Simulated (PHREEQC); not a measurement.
Model water analysis in mmol/kgw, 25 °C, pH 2.08, pe 12.8:

| constituent | mmol/kgw |
|---|---|
| Na | 93.2 |
| K | 2.2 |
| Ca | 5.41 |
| Mg | 21.4 |
| Cl | 24.2 |
| S(6) | 57.3 |
| Si | 0.173 |

Cl is adjusted to close the charge balance.
Valence states are taken as typed.

The numbers come from PHREEQC with the ion-association model, phreeqc.dat.

| Property | Result |
|---|---|
| ionic strength | 0.180 mol/kgw |
| specific conductance | 14700 µS/cm |
| density | 1.006 g/cm³ |
| total alkalinity | -20.8 meq/kg |

| species | molality | activity | log γ |
|---|---|---|---|
| Na+ | 0.0889 | 0.0670 | -0.123 |
| Cl- | 0.0552 | 0.0399 | -0.141 |
| SO4-2 | 0.0314 | 0.00955 | -0.517 |
| Mg+2 | 0.0122 | 0.00429 | -0.454 |
| H+ | 0.0104 | 0.00832 | -0.096 |
| HSO4- | 0.0103 | 0.00773 | -0.124 |
| MgSO4 | 0.00921 | 0.00960 | 0.018 |
| NaSO4- | 0.00426 | 0.00321 | -0.123 |
| Ca+2 | 0.00342 | 0.00113 | -0.480 |
| K+ | 0.00207 | 0.00149 | -0.143 |
| CaSO4 | 0.00185 | 0.00193 | 0.018 |
| H4SiO4 | 0.000173 | 0.000180 | 0.018 |
| CaHSO4+ | 0.000140 | 0.000105 | -0.124 |

No solid was allowed to form. The solution is supersaturated, for example in Quartz (slow to form), so a real one may precipitate; this is no full list. Species that the database lacks are ignored.
